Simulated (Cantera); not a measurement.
Feed: 1 mol C2H6, 0.53 mol H2, at 13.3 mbar.

Equilibrium computed with Cantera from the NASA thermochemical tables; the gas is ideal and each condensed phase is pure. Candidate condensed phases: C, C6H6, C7H8, C8H18; 76 gas species. Equilibrium is a limit: real reactors are often held back by kinetics, nucleation or transport.

At 2002 °C, list the 4 most abundant gas species with their mole fractions, and the condensed phases.

H2 0.926, H 0.0707, C2H2 (acetylene) 0.00353, C2H 1.14e-5. Condensed: C(graphite).
